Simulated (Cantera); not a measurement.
Charge: 1 mol SiH2Cl2, a varied amount of N2, at 1800 K and 0.000740 bar.

These are equilibrium values from Cantera (NASA tables, ideal gas, pure condensed phases), not measurements of a reactor. Candidate condensed phases: NH4Cl, Si, Si3N4; 28 gas species. The tables' values for SiCl, SiCl3, SiN are old estimates; treat these amounts as uncertain. Equilibrium is a limit: real reactors are often held back by kinetics, nucleation or transport.

x: gas mole fraction; n: condensed amount in mol.

| n(N2) (mol) | x N2 | x H2 | x SiCl2 | x HCl | x H | x Si | n Si(l) |
|---|---|---|---|---|---|---|---|
| 1.8 | 0.469 | 0.201 | 0.200 | 0.114 | 0.00590 | 0.00429 | 0.202 |
| 2.6 | 0.560 | 0.166 | 0.165 | 0.0941 | 0.00536 | 0.00429 | 0.198 |
| 3.7 | 0.643 | 0.134 | 0.133 | 0.0759 | 0.00481 | 0.00429 | 0.193 |
| 5.3 | 0.720 | 0.104 | 0.104 | 0.0592 | 0.00425 | 0.00429 | 0.185 |
| 7.6 | 0.785 | … | … | … | … | 0.00429 | 0.174 |
| 11 | 0.840 | 0.0582 | 0.0583 | 0.0331 | 0.00318 | 0.00429 | 0.157 |
| 16 | 0.883 | 0.0419 | 0.0420 | 0.0238 | 0.00269 | 0.00429 | 0.133 |
| 22 | 0.911 | … | … | … | … | 0.00429 | … |
| 32 | 0.935 | 0.0220 | 0.0221 | 0.0125 | 0.00195 | 0.00429 | 0.0575 |
| 46 | 0.953 | 0.0154 | 0.0155 | 0.00891 | 0.00164 | 0.00418 | 0 |

**Question.** Complete the blanks.

**Answer.** 
- 22, x H2: 0.0313
- 22, x SiCl2: 0.0314
- 22, x HCl: 0.0178
- 22, x H: 0.00233
- 22, n Si(l): 0.105
- 7.6, x H2: 0.0790
- 7.6, x SiCl2: 0.0790
- 7.6, x HCl: 0.0449
- 7.6, x H: 0.00370
